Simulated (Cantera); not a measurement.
An isothermal, constant-pressure homogeneous reactor starts with CH₄ : H₂ = 0.024 : 1.7 (molar parts), at 2275 K and 2400 Pa.

Detailed kinetics in Cantera: GRI-Mech 3.0 (53 species, 325 reactions). GRI-Mech 3.0 stops at C3 and has no aromatics, soot or wall deposition, so with more carbon than oxygen in the feed, carbon stays in small species such as C2H2 where larger ones or solid carbon would form. Radical loss at walls, strong at low pressure, is not modelled.

One state of this run: x CH₄ = 6.43e-6; x H₂ = 0.940; x H = 0.0535; x CH₃ = 6.87e-6; x CH₂ = 5.83e-7; x C₂H₂ = 0.00666. x: mole fraction; the columns are a selection and need not sum to one.

**Question.** Which value of t (s) does it belong to?
A) 6.32e-6
B) 6.32
C) 0.000200
D) 0.000632

**Answer.** B, 6.32
